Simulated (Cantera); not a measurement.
Input: 1 mol Si, 1.1 mol HCl, 0.27 mol H2, equilibrated at 100000 Pa.

Method: chemical equilibrium by Gibbs-energy minimisation in Cantera with the NASA 1993 tables (ideal gas, pure condensed phases). Candidate condensed phases: Si; 19 gas species. The tables' values for SiCl3 are old estimates; treat these amounts as uncertain. The numbers say what is thermodynamically allowed, not how fast it happens.

x: gas mole fraction; n: condensed amount in mol.

| T (K) | x H2 | x SiCl4 | x SiHCl3 | x HCl | x SiCl3 | x SiCl2 | n Si(s) |
|---|---|---|---|---|---|---|---|
| 848 | 0.718 | 0.191 | 0.0848 | 0.00262 | 0.000173 | 1.13e-5 | 0.701 |
| 898 | 0.717 | 0.191 | 0.0831 | 0.00459 | 0.000395 | 3.96e-5 | 0.702 |
| 948 | 0.716 | 0.191 | 0.0814 | 0.00755 | 0.000827 | 0.000121 | 0.703 |
| 998 | 0.713 | 0.190 | 0.0796 | [?] | 0.00160 | [?] | 0.704 |
| 1048 | 0.709 | 0.188 | 0.0776 | [?] | 0.00289 | [?] | 0.706 |
| 1098 | 0.704 | 0.185 | 0.0753 | 0.0252 | 0.00491 | 0.00183 | 0.707 |
| 1148 | 0.697 | 0.180 | 0.0724 | 0.0348 | 0.00789 | 0.00381 | 0.709 |

Problem. Some entries are withheld; supply them.

Solution. 
- 1048, x HCl: 0.0176
- 1048, x SiCl2: 0.000812
- 998, x HCl: 0.0118
- 998, x SiCl2: 0.000330
